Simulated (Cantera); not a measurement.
A perfectly stirred reactor is fed with 2.25 % CH₄, 97.8 % H₂, at 9.75 Torr; it is held at 2450 K, and followed from long to short residence time.

Cantera simulation using GRI-Mech 3.0 (53 species, 325 reactions); the numbers are that mechanism's predictions, not measurements. GRI-Mech 3.0 stops at C3 and has no aromatics, soot or wall deposition, so with more carbon than oxygen in the feed, carbon stays in small species such as C2H2 where larger ones or solid carbon would form. Radical loss at walls, strong at low pressure, is not modelled.

**Question.** Predict: x(CH₄) at τ = 5.00 s; x(H₂) at τ = 5.00 s; x(C₂H) at τ = 5.00 s; x(CH₃) at τ = 5.00 s; x(H) at τ = 5.00 s; x(CH₄) at τ = 39.0 ms; x(H₂) at τ = 39.0 ms; x(C₂H) at τ = 39.0 ms; x(CH₃) at τ = 39.0 ms; x(H) at τ = 39.0 ms.

**Answer.** 
```json
{
 "x(CH₄) at τ = 5.00 s": "6.18e-6",
 "x(H₂) at τ = 5.00 s": "0.841",
 "x(C₂H) at τ = 5.00 s": "0.000114",
 "x(CH₃) at τ = 5.00 s": "1.97e-5",
 "x(H) at τ = 5.00 s": "0.149",
 "x(CH₄) at τ = 39.0 ms": "0.00144",
 "x(H₂) at τ = 39.0 ms": "0.953",
 "x(C₂H) at τ = 39.0 ms": "2.28e-5",
 "x(CH₃) at τ = 39.0 ms": "0.000968",
 "x(H) at τ = 39.0 ms": "0.0353"
}
```
